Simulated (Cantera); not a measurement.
An isothermal, constant-pressure homogeneous reactor starts with H₂ : O₂ = 0.21 : 1 (molar parts), at 1273 K and 5.33 Torr.

Detailed kinetics in Cantera: GRI-Mech 3.0 (53 species, 325 reactions). Radical loss at walls, strong at low pressure, is not modelled. The temperature is held fixed by assumption; the heat of reaction is taken as removed at once.

x: mole fraction; the columns are a selection and need not sum to one.

| t (s) | x H₂ | x O₂ | x OH | x H₂O | x H₂O₂ |
|---|---|---|---|---|---|
| 6.00e-5 | 0.174 | 0.826 | 3.99e-9 | 2.80e-9 | 6.34e-12 |
| 0.000151 | 0.174 | 0.826 | 2.04e-8 | 3.47e-8 | 4.01e-11 |
| 0.000382 | 0.174 | 0.826 | 2.38e-7 | 7.11e-7 | 2.53e-10 |
| 0.000962 | 0.173 | 0.826 | 5.58e-5 | 0.000189 | ___ |
| 0.00243 | 0.0102 | 0.720 | 0.0126 | 0.130 | ___ |
| 0.00612 | 0.00714 | 0.721 | 0.0111 | 0.138 | 1.27e-7 |
| 0.0154 | 0.00638 | 0.734 | 0.0105 | 0.146 | 1.36e-7 |
| 0.0389 | 0.00463 | 0.759 | 0.00913 | 0.162 | 1.51e-7 |
| 0.0981 | 0.00200 | 0.789 | 0.00609 | 0.179 | 1.50e-7 |
| 0.247 | 0.000424 | 0.805 | 0.00283 | 0.187 | ___ |
| 0.624 | 6.86e-5 | 0.809 | 0.00114 | 0.189 | ___ |
| 1.57 | 1.30e-5 | 0.810 | 0.000500 | 0.190 | ___ |
| 3.97 | 3.14e-6 | 0.810 | 0.000246 | 0.190 | ___ |
| 10.0 | 9.13e-7 | 0.810 | 0.000133 | 0.190 | ___ |

Problem. Complete the blanks.

Solution. 
- 0.000962, x H₂O₂: 1.73e-9
- 0.00243, x H₂O₂: 1.51e-7
- 0.247, x H₂O₂: 9.71e-8
- 0.624, x H₂O₂: 4.24e-8
- 1.57, x H₂O₂: 1.66e-8
- 3.97, x H₂O₂: 6.52e-9
- 10.0, x H₂O₂: 2.62e-9
